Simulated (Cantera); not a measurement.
Mixture: CH4 : O2 : N2 : H2O = 1 : 2.3 : 8.97 : 1.1 (molar parts), equivalence ratio 0.87, at 1000000 Pa, adiabatic and at constant volume. Ignition delay is the time to a rise of 400 K.

Cantera simulation using GRI-Mech 3.0 (53 species, 325 reactions); the numbers are that mechanism's predictions, not measurements.

Problem. What does this change do: pressure from 1000000 Pa to 32000 Pa?

Solution. 
```json
[
 {"quantity": "delay at 1125 K", "before": "11.8 ms", "after": "0.425 s"},
 {"quantity": "delay at 1200 K", "before": "4.54 ms", "after": "0.132 s"},
 {"quantity": "delay at 1275 K", "before": "1.92 ms", "after": "45.1 ms"},
 {"quantity": "delay at 1350 K", "before": "0.865 ms", "after": "16.7 ms"},
 {"quantity": "delay at 1425 K", "before": "0.407 ms", "after": "6.82 ms"},
 {"quantity": "delay at 1500 K", "before": "0.198 ms", "after": "3.08 ms"},
 {"quantity": "delay at 1575 K", "before": "99.3 µs", "after": "1.54 ms"},
 {"quantity": "apparent activation energy between 1425 and 1575 K", "before": "180 kJ/mol", "after": "180 kJ/mol"}
]
```

Problem. What does this change do: H2O 1.1 to 0.34 parts?

Solution. 
```tsv
quantity	before	after
delay at 1125 K	11.8 ms	11.6 ms
delay at 1200 K	4.54 ms	4.41 ms
delay at 1275 K	1.92 ms	1.83 ms
delay at 1350 K	0.865 ms	0.805 ms
delay at 1425 K	0.407 ms	0.372 ms
delay at 1500 K	0.198 ms	0.180 ms
delay at 1575 K	99.3 µs	90.4 µs
apparent activation energy between 1425 and 1575 K	180 kJ/mol	180 kJ/mol
```

Problem. What does this change do: pressure from 1000000 Pa to 55000 Pa?

Solution. 
```
quantity                                                before       after
--------------------------------------------------  ----------  ----------
delay at 1125 K                                        11.8 ms     0.265 s
delay at 1200 K                                        4.54 ms     85.7 ms
delay at 1275 K                                        1.92 ms     30.0 ms
delay at 1350 K                                       0.865 ms     11.3 ms
delay at 1425 K                                       0.407 ms     4.59 ms
delay at 1500 K                                       0.198 ms     2.03 ms
delay at 1575 K                                        99.3 µs    0.991 ms
apparent activation energy between 1425 and 1575 K  180 kJ/mol  190 kJ/mol
```
